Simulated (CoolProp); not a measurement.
Vapour-liquid equilibrium of CH2F2 (R32) (1) + propylene (2) at 0.71 MPa; x and y are mole fractions of (1).

The numbers come from the multi-fluid Helmholtz-energy mixture model, Tillner-Roth 1997 and Lemmon 2013; pair parameters Bell 2016 in CoolProp.

```
x     bubble temperature (K)  y at the bubble point  dew temperature at overall composition x (K)  liquid density (mol/L)
----  ----------------------  ---------------------  --------------------------------------------  ----------------------
0.05                   275.2                  0.151                                         278.3                       ?
0.15                   269.1                  0.337                                         275.2                   13.66
0.25                   265.8                  0.443                                         272.0                   14.22
0.35                   264.0                  0.510                                         268.7                   14.80
0.45                   263.0                  0.559                                         265.6                   15.43
0.55                   262.5                  0.599                                         263.1                       ?
0.65                   262.4                  0.638                                         262.5                       ?
0.75                   262.7                  0.685                                             ?                       ?
0.85                       ?                  0.756                                         265.6                   18.90
0.95                   266.5                  0.888                                         267.9                   20.01
```

Problem. What belongs in the gaps?

Solution. 
- 0.05, liquid density (mol/L): 13.07
- 0.55, liquid density (mol/L): 16.14
- 0.65, liquid density (mol/L): 16.95
- 0.75, dew temperature at overall composition x (K): 263.7
- 0.75, liquid density (mol/L): 17.87
- 0.85, bubble temperature (K): 263.8

y crosses x between x = 0.55 and 0.65: the model has an azeotrope there.

Pair parameters are fitted to limited data, so mixtures are less certain than the pure fluids.
